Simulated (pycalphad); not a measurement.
Source of the numbers: pycalphad with the COST 507 light-alloy database (1999); pressure 1 atm. The database dates from 1999; later assessments differ in places, in temperatures and in the compounds included. Amounts are mole fractions of atoms. Kinetics are ignored, which matters at the lower temperatures.

Question: Give the equilibrium state of Al-0.26Mg-3.33Si (at.%) at 450 K.

Answer: 
```
T = 450.00 K, P = 101325 Pa, N = 1 mol of atoms
G = -13509 J/mol, H = 3758 J/mol, S = 38.37 J/(mol K)  (SER reference)
chemical potentials (J/mol): Al -13571, Mg -46263, Si -9169
phase             fraction      x(Al)      x(Mg)      x(Si)
FCC_A1              0.9642     0.9999   3.55e-05   3.66e-05
DIAMOND_A4          0.0320   5.92e-13       none     1.0000
MG2SI               0.0038       none     0.6667     0.3333
```

Question: Give the equilibrium state of Al-0.26Mg-3.33Si (at.%) at 890 K.

Answer: 
```
T = 890.00 K, P = 101325 Pa, N = 1 mol of atoms
G = -35392 J/mol, H = 22490 J/mol, S = 65.04 J/(mol K)  (SER reference)
chemical potentials (J/mol): Al -35336, Mg -84664, Si -33178
phase             fraction      x(Al)      x(Mg)      x(Si)
FCC_A1              0.5447     0.9920   0.000992     0.0070
LIQUID              0.4553     0.9308     0.0045     0.0647
```

Database names, with the compositions (at.%) that they take in these runs: MG2SI: Mg 67 Si 33. FCC_A1 is fcc; DIAMOND_A4 is diamond (Si). An entry "none" or "no" means that the model of the phase leaves that element out.
